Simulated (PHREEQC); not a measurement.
## Single salt, acid or base with nickel, zinc or cadmium bath

Solution A (0.013 mol/kgw Na3PO4) is mixed with solution B (0.13 mol/kgw ZnCl2 and 0.002 mol/kgw KCl) at 25 °C; shares are by mass of water, 1 kg in all. O2 is buffered at 0.21 atm. CO2 from the air is kept out. Solids allowed: Zn(OH)2-e, Zn5(OH)8Cl2, Zn3(PO4)2:4w, Halite. Others were left out.

The series has 11 steps of share of solution B, from 0 to 1.

All values are PHREEQC results (ion-association model, wateq4f.dat), not measurements.

Which solids form, in which order, and at which step of the series does each first stand?

Zn(OH)2-e from share of solution B = 0.1 (pH 9.13), last present at share of solution B = 0.1; Zn3(PO4)2:4w from share of solution B = 0.1 (pH 9.13), last present at share of solution B = 0.9.

Between which two steps does the pH jump most, and from what to what?

Between share of solution B = 0.1 and 0.2: from 9.13 to 6.14.

Complexes and solids missing from the database can't appear. H3PO4, which wateq4f.dat lacks, is added to it with the constant of phreeqc.dat. The database has no phosphate complexes of Zn.
